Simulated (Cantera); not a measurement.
Input: 1 mol Ta2O5, 2.2 mol CH4, 16 mol H2, held at 0.150 bar.

These are equilibrium values from Cantera (NASA tables, ideal gas, pure condensed phases), not measurements of a reactor. Candidate condensed phases: C, C6H6, C7H8, C8H18, H2O, Ta, TaC, Ta2O5; 113 gas species. TaC: taken at fixed stoichiometry. Condensed phases not in the tables: Ta2C. Equilibrium is a limit: real reactors are often held back by kinetics, nucleation or transport. All values below are at 700 °C.

Base state: H2 0.980, CH4 0.0185, CO 0.00131, H2O 0.000120 (mole fractions); condensed: C(graphite) + TaC(s) + Ta2O5(s).

Question: What changes in the equilibrium state with this change: Ta2O5 replaced by PbO?

Answer: 
```csv
species,before,after
H2,0.980,0.936
CO,0.00131,0.0434
CH4,0.0185,0.0169
H2O,0.000120,0.00378
Pb,0,5.83e-5
CO2,2.57e-7,0.000283
"C(graphite), mol",1.79,0.932
"TaC(s), mol",0.0115,0
"Ta2O5(s), mol",0.994,0
"Pb(l), mol",0,0.999
```
Further candidate phases: Pb, PbO, PbO2, Pb3O4.
